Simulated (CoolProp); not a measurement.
The numbers come from the reference Helmholtz-energy equation of state, Outcalt 1996 in CoolProp. It is a modified Benedict-Webb-Rubin equation, recast in Helmholtz form.

For R152A, give the phase and the Z, isothermal compressibility (1/MPa), viscosity (µPa s), conductivity (mW/(m K)) at 240 K and 6.24 bar; 456.7 K and 6.24 bar.


- 240 K and 6.24 bar: liquid; Z 0.0200, isothermal compressibility 0.00167, viscosity 334, conductivity 129
- 456.7 K and 6.24 bar: gas; Z 0.972, isothermal compressibility 1.65, viscosity 16.9, conductivity 29.9

Viscosity comes from a separate model (Bell 2016), an estimate that may be off by 10 % or more. Thermal conductivity comes from a separate model (Krauss 1996).
